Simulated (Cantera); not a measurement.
Charge: 1 mol H2S, 0.036 mol O2, at 3150 K and 350000 Pa.

Cantera equilibrium calculation (NASA polynomials, part measured and part estimated; ideal gas, pure solids and liquids). Candidate condensed phases: H2O, H2SO4, S; 19 gas species. Rates play no part.

Base state: H2 0.459, S2 0.186, SH 0.104, H 0.0887, S 0.0885, H2S 0.0301, H2O 0.0249, SO 0.0157 (mole fractions); condensed: gas only.

### Question
What changes in the equilibrium state with this change: temperature from 3150 K to 1225 K?

### Answer
| species | before | after |
|---|---|---|
| H2S | 0.0301 | 0.777 |
| H2 | 0.459 | 0.0822 |
| S2 | 0.186 | 0.0742 |
| H | 0.0887 | 4.78e-8 |
| S | 0.0885 | 1.20e-7 |
| SO | 0.0157 | 1.53e-6 |
| SH | 0.104 | 0.000332 |
| H2O | 0.0249 | 0.0666 |
| OH | 0.00178 | <1e-9 |
| O | 0.000208 | <1e-9 |
| SO2 | 0.000554 | 1.71e-5 |
Gases not in the tables: S3 to S7.
